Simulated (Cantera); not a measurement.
An isothermal, constant-pressure homogeneous reactor starts with H2 : O2 : N2 = 1.6 : 1 : 6 (molar parts), equivalence ratio 0.80, at 1125 K and 0.572 atm. Integrator tolerance rtol = 1e-08.

Detailed kinetics in Cantera: GRI-Mech 3.0 (53 species, 325 reactions). The temperature is held fixed by assumption; the heat of reaction is taken as removed at once.

What does this change do: temperature 1125 to 825 K?


| quantity | before | after |
|---|---|---|
| x(H2) at 1.00 s | 9.90e-9 (gas-phase equilibrium 4.08e-9) | 0.186 (gas-phase equilibrium <1e-12) |
| x(O2) at 1.00 s | 0.0256 (gas-phase equilibrium 0.0256) | 0.116 (gas-phase equilibrium 0.0256) |
| x(HO2) at 1.00 s | 1.71e-9 (gas-phase equilibrium 1.42e-9) | 5.04e-7 (gas-phase equilibrium 8.09e-12) |
| x(O) at 1.00 s | 3.48e-9 (gas-phase equilibrium 9.76e-10) | 1.11e-11 (gas-phase equilibrium <1e-12) |
| x(H2O) at 1.00 s | 0.205 (gas-phase equilibrium 0.205) | 9.80e-7 (gas-phase equilibrium 0.205) |
| x(H2O2) at 1.00 s | 1.02e-9 (gas-phase equilibrium 2.93e-10) | 1.11e-6 (gas-phase equilibrium 4.70e-12) |
Below about 950 K walls govern HO2 and H2O2 in real vessels.
